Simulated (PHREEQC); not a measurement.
PHREEQC input (ion-association model, wateq4f.dat):

```
SOLUTION_MASTER_SPECIES
  An  An-  0  An  62.0  # stands for a non-complexing anion
SOLUTION_SPECIES
  An- = An-
    -log_k 0
    -gamma 3.0 0
PHASES
  Fix_H+
    H+ = H+
    -log_k 0
SOLUTION 1
  temp 25
  units mmol/kgw
  pH 7 charge
  Na 50
  An 50
END
SELECTED_OUTPUT 1
  -reset false
  -pH true
  -pe true
  -ionic_strength true
  -water true
  -totals Na
  -molalities Hfo_wOH Hfo_wOH2+ Hfo_wO- Hfo_sOH Hfo_sOH2+ Hfo_sO-
USER_PUNCH 1
  -headings sigma psi
  10 PUNCH EDL("sigma", "Hfo"), EDL("psi", "Hfo")
PRINT
  -reset false
USE solution 1
SURFACE 1
  Hfo_wOH 9.21348e-05 600 0.041
  Hfo_sOH 2.30337e-06
EQUILIBRIUM_PHASES 1
  Fix_H+ -3 HAn 10
    -force_equality true
  O2(g) -0.68 10
END
# ... the last block is repeated for the other 12 points of pH, with NaOH or the acid as the point needs
```

Selected output (columns that matter, 13 of 13 rows; pH added in front):

```
pH	mu	Na	m_Hfo_wOH	m_Hfo_wOH2+	m_Hfo_wO-	m_Hfo_sOH	m_Hfo_sOH2+	m_Hfo_sO-	sigma	psi
3	0.051218	0.05	3.3057e-06	8.8826e-05	2.8183e-09	8.2643e-08	2.2207e-06	7.0457e-11	0.35712	0.16923
3.5	0.050413	0.05	8.7713e-06	8.3342e-05	2.1148e-08	2.1928e-07	2.0836e-06	5.2869e-10	0.335	0.16636
4	0.050155	0.05	1.8844e-05	7.318e-05	1.1116e-07	4.7109e-07	1.8295e-06	2.779e-09	0.29378	0.15977
4.5	0.050067	0.05	3.208e-05	5.966e-05	3.9517e-07	8.02e-07	1.4915e-06	9.8793e-09	0.23828	0.14911
5	0.050035	0.05	4.5162e-05	4.5956e-05	1.0167e-06	1.129e-06	1.1489e-06	2.5418e-08	0.18068	0.13502
5.5	0.05002	0.05	5.5702e-05	3.4364e-05	2.0684e-06	1.3926e-06	8.591e-07	5.1711e-08	0.12985	0.1183
6	0.050013	0.05	6.2952e-05	2.5643e-05	3.5403e-06	1.5738e-06	6.4107e-07	8.8509e-08	0.088865	0.099384
6.5	0.050008	0.05	6.7255e-05	1.9591e-05	5.2892e-06	1.6814e-06	4.8977e-07	1.3223e-07	0.057501	0.078421
7	0.050005	0.05	6.9454e-05	1.5594e-05	7.0866e-06	1.7364e-06	3.8985e-07	1.7717e-07	0.034205	0.055532
7.5	0.050002	0.05	7.0412e-05	1.2956e-05	8.7663e-06	1.7603e-06	3.2391e-07	2.1916e-07	0.016846	0.031067
8	0.050001	0.05	7.0716e-05	1.1068e-05	1.035e-05	1.7679e-06	2.7671e-07	2.5875e-07	0.002888	0.0056452
8.5	0.050005	0.050007	7.0605e-05	9.4659e-06	1.2064e-05	1.7651e-06	2.3665e-07	3.0161e-07	-0.010447	-0.019955
9	0.050016	0.050019	6.9986e-05	7.8436e-06	1.4305e-05	1.7496e-06	1.9609e-07	3.5764e-07	-0.02598	-0.04493
```

The oxide is taken as insoluble; below pH 4 it would dissolve.
